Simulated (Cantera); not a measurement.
Cantera run:

```python
import numpy as np
import cantera as ct

gas_names = """
    H HO2 H2 H2O H2O2 O OH O2 O3 Pb PbO Pb2
""".split()
cond_names = """
    H2O(s) H2O(L) Pb(cr) Pb(L) PbO(rd) PbO(yw) PbO(L) PbO2(s) Pb3O4(s)
""".split()


# ... load() reads the species with a 1 bar reference pressure and builds the phases ...
atoms = {
    'PbO': {'Pb': 1, 'O': 1},
    'H2': {'H': 2},
}
top_T = {'Pb3O4(s)': 820}  # K; cautious upper limits of use, not melting points


# ... equilibrate(T, P, feed) seeds the gas with the atoms and calls Mixture.equilibrate('TP', solver="vcs", rtol=1e-11, max_steps=5000) ...
results = []
feed = {'PbO': 1, 'H2': 0.1}  # mol
P = 25000  # Pa
for T in [823, 923, 1023, 1123, 1223, 1323, 1423]:
    mix = equilibrate(T, P, feed)
    results.append((T, P, feed, dict(zip(mix.species_names, mix.species_moles))))

top = {s: max(r[3][s] / sum(r[3][g] for g in gas_names) for r in results) for s in gas_names}
cols = sorted((s for s in top if top[s] > 0.0001), key=lambda s: -top[s])[:5]
seen = [c for c in cond_names if any(r[3].get(c, 0) > 1e-12 for r in results)]
print("log10 of partial pressures in bar; condensed amounts in mol")
print(f"{'T/K':>10s}" + "".join(f"{s[:9]:>10s}" for s in cols + seen))
for T, P, feed, n in results:
    ng = sum(n[g] for g in gas_names)
    print(f"{T:10.4g}" + "".join(f"{np.log10(max(n[s] / ng * P / 1e5, 1e-99)):10.3f}" for s in cols)
          + "".join(f"{n.get(c, 0):10.4g}" for c in seen))
```

It prints:

```
log10 of partial pressures in bar; condensed amounts in mol
       T/K       H2O        Pb       PbO        H2     Pb(L)   PbO(yw)    PbO(L)
       823    -0.602    -6.872    -9.644    -4.753   0.09999       0.9         0
       923    -0.602    -5.596    -7.725    -4.562   0.09999       0.9         0
      1023    -0.602    -4.574    -6.192    -4.399   0.09997       0.9         0
      1123    -0.602    -3.738    -4.941    -4.257    0.0999       0.9         0
      1223    -0.604    -3.042    -3.965    -4.072    0.0996         0       0.9
      1323    -0.610    -2.454    -3.176    -3.881   0.09852         0    0.8998
      1423    -0.628    -1.951    -2.505    -3.724   0.09516         0    0.8988
```

Equilibrium computed with Cantera from the NASA thermochemical tables; the gas is ideal and each condensed phase is pure. Each liquid is taken as pure. Mutual solubility and eutectic melting of coexisting phases are not modelled. Gases not in the tables: (PbO)n polymers.
